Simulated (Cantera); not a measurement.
**Metals in furnace atmospheres: Ti + CO2 + CO**

Charge: 1 mol Ti, 1 mol CO2, 1.3 mol CO, equilibrated at 12.0 bar.

Method: chemical equilibrium by Gibbs-energy minimisation in Cantera with the NASA 1993 tables (ideal gas, pure condensed phases). Candidate condensed phases: C, Ti, TiC, TiO, TiO2, Ti2O3, Ti3O5, Ti4O7; 15 gas species. Mutual solubility and eutectic melting of coexisting phases are not modelled. TiC: taken at fixed stoichiometry. Condensed phases not in the tables: Magnéli phases beyond Ti4O7. Kinetics and transport are ignored.

```tsv
T (K)	log p CO	log p CO2	log p TiO	log p C3O2	log p TiO2	n C(graphite)	n TiO2(rutile)	n Ti4O7(s)	n Ti3O5(s)	n TiC(s)
723	-1.06	1.08	<-10	<-10	<-10	1.65	1.00	0	0	0
923	0.25	1.01	<-10	<-10	<-10	1.60	1.00	0	0	0
1123	0.91	0.59	<-10	-10.42	<-10	1.32	1.00	0	0	0
1323	1.06	-0.28	<-10	-9.17	<-10	1.05	1.00	0	0	0
1523	1.08	-1.11	<-10	-8.42	<-10	0.760	0	0.250	0	0
1723	1.08	-1.76	-9.60	-7.87	-9.56	0.669	0	0	0.333	0
1923	1.08	-2.10	-7.32	-7.59	-7.88	0	0	0	0.250	0.251
```
log p: log10 of the partial pressure in bar; n: condensed amount in mol.

From 723 K to 1323 K the condensed part is C(graphite) + TiO2(rutile). At 1523 K the condensed part is C(graphite) + Ti4O7(s). At 1723 K the condensed part is C(graphite) + Ti3O5(s). At 1923 K the condensed part is TiC(s) + Ti3O5(s).
